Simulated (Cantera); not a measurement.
Feed: 1 mol SiCl4, 0.21 mol NH3, 3.2 mol N2, held at 2023 K and 0.000310 bar.

Equilibrium computed with Cantera from the NASA thermochemical tables; the gas is ideal and each condensed phase is pure. Candidate condensed phases: NH4Cl, Si, Si3N4; 28 gas species. The tables' values for SiCl, SiCl3 are old estimates; treat these amounts as uncertain. The numbers say what is thermodynamically allowed, not how fast it happens.

Base state: N2 0.520, Cl 0.225, SiCl2 0.152, HCl 0.0933, H 0.00359, SiCl 0.00200, SiCl3 0.00159, Si 0.00152 (mole fractions); condensed: gas only.

**Question.** What changes in the equilibrium state with this change: 0.57 mol Cl2 added?

**Answer.** 
| species | before | after |
|---|---|---|
| N2 | 0.520 | 0.443 |
| Cl | 0.225 | 0.339 |
| SiCl2 | 0.152 | 0.130 |
| HCl | 0.0933 | 0.0816 |
| H2 | 0.00111 | 0.000371 |
| Si | 0.00152 | 0.000572 |
| Cl2 | 2.42e-5 | 5.50e-5 |
The tables' values for SiCl3, SiCl are old estimates; treat these amounts as uncertain.
